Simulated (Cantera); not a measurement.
What does this Cantera script print?

```python
import numpy as np
import cantera as ct

gas_names = """
    Br Br2 H HBr H2 Si SiBr SiBr2 SiBr3 SiBr4 SiH SiHBr3 SiH2 SiH2Br2 SiH3 SiH3Br SiH4 Si2 Si3
""".split()
cond_names = """
    Br2(cr) Br2(L) Si(cr) Si(L)
""".split()


# ... load() reads the species with a 1 bar reference pressure and builds the phases ...
atoms = {
    'Si': {'Si': 1},
    'HBr': {'H': 1, 'Br': 1},
    'H2': {'H': 2},
}
top_T = {}  # K; cautious upper limits of use, not melting points


# ... equilibrate(T, P, feed) seeds the gas with the atoms and calls Mixture.equilibrate('TP', solver="vcs", rtol=1e-11, max_steps=5000) ...
results = []
T = 923  # K
P = 1333.22  # Pa
for m in [2.8, 3.6, 4.5, 5.7, 7.2, 9.1, 11, 14, 18, 23, 29]:
    feed = {'Si': 1, 'HBr': m, 'H2': 3.8}  # mol
    mix = equilibrate(T, P, feed)
    results.append((T, P, feed, dict(zip(mix.species_names, mix.species_moles))))

top = {s: max(r[3][s] / sum(r[3][g] for g in gas_names) for r in results) for s in gas_names}
cols = sorted((s for s in top if top[s] > 1e-05), key=lambda s: -top[s])[:5]
seen = [c for c in cond_names if any(r[3].get(c, 0) > 1e-12 for r in results)]
print("log10 of partial pressures in bar; condensed amounts in mol")
print(f"{'n(HBr)':>10s}" + "".join(f"{s[:9]:>10s}" for s in cols + seen))
for T, P, feed, n in results:
    ng = sum(n[g] for g in gas_names)
    print(f"{feed['HBr']:10.4g}" + "".join(f"{np.log10(max(n[s] / ng * P / 1e5, 1e-99)):10.3f}" for s in cols)
          + "".join(f"{n.get(c, 0):10.4g}" for c in seen))
```

Result:

```
log10 of partial pressures in bar; condensed amounts in mol
    n(HBr)        H2       HBr     SiBr4    SiHBr3     SiBr2    Si(cr)
       2.8    -1.943    -3.360    -2.856    -4.132    -4.838     0.336
       3.6    -1.953    -3.347    -2.784    -4.083    -4.802    0.1398
       4.5    -1.977    -3.016    -2.750    -4.404    -5.454         0
       5.7    -2.042    -2.572    -2.808    -4.970    -6.464         0
       7.2    -2.112    -2.369    -2.877    -5.312    -7.009         0
       9.1    -2.187    -2.243    -2.952    -5.589    -7.412         0
        11    -2.252    -2.170    -3.016    -5.790    -7.687         0
        14    -2.337    -2.100    -3.101    -6.030    -7.996         0
        18    -2.430    -2.047    -3.194    -6.269    -8.288         0
        23    -2.523    -2.008    -3.287    -6.495    -8.553         0
        29    -2.614    -1.980    -3.378    -6.705    -8.791         0
```

Method: chemical equilibrium by Gibbs-energy minimisation in Cantera with the NASA 1993 tables (ideal gas, pure condensed phases). The tables' values for SiBr3 are old estimates; treat these amounts as uncertain.
